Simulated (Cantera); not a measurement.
A Cantera script and its output.

```python
import numpy as np
import cantera as ct

gas = ct.Solution("gri30.yaml")
gas.TPX = 798, 100000, {'CH4': 1, 'CO': 0.1, 'O2': 1.58, 'N2': 11.8}
inlet = ct.Reservoir(gas, clone=True)
gas.equilibrate("HP")  # start burning
reactor = ct.IdealGasConstPressureReactor(gas, energy="on", clone=False)
exhaust = ct.Reservoir(gas, clone=True)
tau = [0.4, 0.2, 0.096, 0.047, 0.023, 0.011, 0.0056, 0.0027, 0.0013, 0.00066, 0.00032, 0.00016, 7.8e-05][0]
for a, b in ((inlet, reactor), (reactor, exhaust)):
    ct.MassFlowController(a, b, mdot=lambda t: reactor.mass / tau)
net = ct.ReactorNet([reactor])
show = ['CH4', 'CO', 'O2', 'CH3', 'C2H', 'CH2O']

rows = []
print(f"{'tau/s':>10s}{'T/K':>9s}" + "".join(f"{s:>11s}" for s in show))
for tau in [0.4, 0.2, 0.096, 0.047, 0.023, 0.011, 0.0056, 0.0027, 0.0013, 0.00066, 0.00032, 0.00016, 7.8e-05]:
    net.initial_time = 0.0
    net.advance(30 * tau)
    before = gas.X
    net.advance(40 * tau)
    drift = np.max(np.abs(gas.X - before) / (gas.X + 1e-9))
    rows.append([gas.T, *gas[show].X, drift])
    print(f"{tau:10.3e}{gas.T:9.1f}" + "".join(f"{x:11.3e}" for x in gas[show].X))
```

It prints:

```
     tau/s      T/K        CH4         CO         O2        CH3        C2H       CH2O
 4.000e-01   1868.7  1.326e-04  3.662e-02  8.201e-05  2.626e-05  2.189e-09  1.425e-06
 2.000e-01   1867.5  1.583e-04  3.660e-02  1.301e-04  3.797e-05  4.062e-09  2.201e-06
 9.600e-02   1865.4  1.708e-04  3.663e-02  2.007e-04  5.172e-05  6.550e-09  3.285e-06
 4.700e-02   1862.3  1.714e-04  3.671e-02  2.936e-04  6.523e-05  9.050e-09  4.617e-06
 2.300e-02   1857.8  1.767e-04  3.683e-02  4.298e-04  8.079e-05  1.207e-08  6.415e-06
 1.100e-02   1851.5  2.054e-04  3.703e-02  6.624e-04  1.050e-04  1.746e-08  9.291e-06
 5.600e-03   1843.5  2.649e-04  3.735e-02  1.027e-03  1.408e-04  2.631e-08  1.360e-05
 2.700e-03   1830.9  3.886e-04  3.801e-02  1.724e-03  2.035e-04  4.230e-08  2.152e-05
 1.300e-03   1810.3  6.408e-04  3.933e-02  3.079e-03  3.107e-04  6.685e-08  3.638e-05
 6.600e-04    798.0  6.906e-02  6.906e-03  1.091e-01  5.180e-12  1.752e-36  3.635e-14
 3.200e-04    798.0  6.906e-02  6.906e-03  1.091e-01  2.486e-12 -1.523e-41  8.455e-15
 1.600e-04    798.0  6.906e-02  6.906e-03  1.091e-01  1.221e-12  4.446e-46  2.075e-15
 7.800e-05    798.0  6.906e-02  6.906e-03  1.091e-01  5.749e-13  8.797e-48  4.754e-16
```

Cantera simulation using GRI-Mech 3.0 (53 species, 325 reactions); the numbers are that mechanism's predictions, not measurements.
